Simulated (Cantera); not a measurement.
Silicon carbide growth: SiH4 + CH4 + H2

Charge: 1 mol SiH4, 0.033 mol CH4, 230 mol H2, equilibrated at 0.100 bar.

Cantera equilibrium calculation (NASA polynomials, part measured and part estimated; ideal gas, pure solids and liquids). Candidate condensed phases: C, C6H6, C7H8, C8H18, Si, SiC; 87 gas species. Mutual solubility and eutectic melting of coexisting phases are not modelled. Gases not in the tables: Si2H6 and higher silanes. The numbers say what is thermodynamically allowed, not how fast it happens.

```json
[
 {"T (K)": "1550", "x H2": "1.000", "x H": "9.96e-5", "x Si": "3.32e-7", "x SiH2": "2.79e-6", "x SiH": "2.76e-7", "x Si2C": "7.40e-10", "n Si(s)": "0.967", "n SiC(s)": "0.0326", "n Si(l)": "0"},
 {"T (K)": "1625", "x H2": "1.000", "x H": "0.000223", "x Si": "1.63e-6", "x SiH2": "6.61e-6", "x SiH": "1.03e-6", "x Si2C": "6.12e-9", "n Si(s)": "0.965", "n SiC(s)": "0.0326", "n Si(l)": "0"},
 {"T (K)": "1700", "x H2": "1.000", "x H": "0.000466", "x Si": "6.79e-6", "x SiH2": "1.42e-5", "x SiH": "3.32e-6", "x Si2C": "4.09e-8", "n Si(s)": "0", "n SiC(s)": "0.0326", "n Si(l)": "0.962"},
 {"T (K)": "1775", "x H2": "0.999", "x H": "0.000915", "x Si": "2.20e-5", "x SiH2": "2.50e-5", "x SiH": "8.51e-6", "x Si2C": "2.04e-7", "n Si(s)": "0", "n SiC(s)": "0.0325", "n Si(l)": "0.954"},
 {"T (K)": "1850", "x H2": "0.998", "x H": "0.00170", "x Si": "6.45e-5", "x SiH2": "4.21e-5", "x SiH": "2.02e-5", "x Si2C": "8.87e-7", "n Si(s)": "0", "n SiC(s)": "0.0322", "n Si(l)": "0.938"},
 {"T (K)": "1925", "x H2": "0.997", "x H": "0.00302", "x Si": "0.000174", "x SiH2": "6.79e-5", "x SiH": "4.47e-5", "x Si2C": "3.43e-6", "n Si(s)": "0", "n SiC(s)": "0.0313", "n Si(l)": "0.899"},
 {"T (K)": "2000", "x H2": "0.994", "x H": "0.00513", "x Si": "0.000435", "x SiH2": "0.000106", "x SiH": "9.31e-5", "x Si2C": "1.19e-5", "n Si(s)": "0", "n SiC(s)": "0.0285", "n Si(l)": "0.815"}
]
```
x: gas mole fraction; n: condensed amount in mol.

From 1550 K to 1625 K the condensed part is Si(s) + SiC(s). From 1700 K to 2000 K the condensed part is Si(l) + SiC(s). The main Si-bearing gas is SiH2 at 1550 K and Si at 2000 K. The share of Si in condensed phases is highest at 1550 K (99.9 %) and lowest at 2000 K (84.4 %).
